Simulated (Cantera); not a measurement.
Input: 1 mol B2O3, 6.6 mol H2, 0.72 mol N2, 6.4 mol H2O, held at 1.40 mbar.

Equilibrium computed with Cantera from the NASA thermochemical tables; the gas is ideal and each condensed phase is pure. Candidate condensed phases: B, BN, B2O3, B3O3H3, H2O; 39 gas species. Gases not in the tables: H3BO3. Rates play no part.

x: gas mole fraction; n: condensed amount in mol.

```csv
T (K),x H2,x H2O,x HBO2,x N2,x H,x B2O3,x OH,n B2O3(l)
1375,0.452,0.379,0.118,0.0493,6.16e-5,(withheld),9.29e-7,0.121
1425,0.448,0.368,0.133,0.0489,0.000122,(withheld),2.19e-6,0
1475,0.448,0.369,0.132,0.0489,0.000232,(withheld),5.00e-6,0
1525,0.448,0.369,0.132,0.0489,0.000423,(withheld),1.08e-5,0
1575,0.448,0.369,0.131,0.0489,0.000743,(withheld),2.22e-5,0
1625,0.447,0.369,0.131,0.0489,0.00126,(withheld),4.38e-5,0
1675,0.447,0.369,0.130,0.0489,0.00207,(withheld),8.29e-5,0
1725,0.446,0.369,0.129,0.0488,0.00331,(withheld),0.000151,0
1775,0.444,0.369,0.129,0.0488,0.00516,(withheld),0.000267,0
1825,0.442,0.369,0.128,0.0487,0.00783,0.00341,0.000456,0
1875,0.440,0.368,0.127,0.0486,0.0116,0.00368,0.000758,0
1925,0.436,0.367,0.125,0.0484,0.0169,0.00394,0.00123,0
```

Problem. Complete the blanks.

Solution. 
- 1375, x B2O3: 0.000939
- 1425, x B2O3: 0.00143
- 1475, x B2O3: 0.00164
- 1525, x B2O3: 0.00186
- 1575, x B2O3: 0.00210
- 1625, x B2O3: 0.00235
- 1675, x B2O3: 0.00261
- 1725, x B2O3: 0.00287
- 1775, x B2O3: 0.00314
